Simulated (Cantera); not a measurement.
Cantera with NASA thermochemical tables; ideal gases at 1 bar, condensed phases pure. Values are per mole of reaction as written; species without (g) are pure solids or liquids, kept so even where they would boil at 1 bar.

O(g) + 2 CuF2(g) → Cu2O + 4 F(g)

```tsv
T (K)	ΔH° (kJ)	ΔS° (J/K)	ΔG° (kJ)	log10 K
625	442.2	56.5	406.9	-34.01
725	?	?	?	?
825	?	?	?	?
925	?	?	?	?
1025	?	?	?	?
```

**Question.** Some entries are withheld; supply them.

**Answer.** 
- 725, ΔH° (kJ): 445.2
- 725, ΔS° (J/K): 60.9
- 725, ΔG° (kJ): 401.0
- 725, log10 K: -28.89
- 825, ΔH° (kJ): 448.2
- 825, ΔS° (J/K): 64.8
- 825, ΔG° (kJ): 394.7
- 825, log10 K: -24.99
- 925, ΔH° (kJ): 451.3
- 925, ΔS° (J/K): 68.4
- 925, ΔG° (kJ): 388.1
- 925, log10 K: -21.91
- 1025, ΔH° (kJ): 454.5
- 1025, ΔS° (J/K): 71.6
- 1025, ΔG° (kJ): 381.1
- 1025, log10 K: -19.42
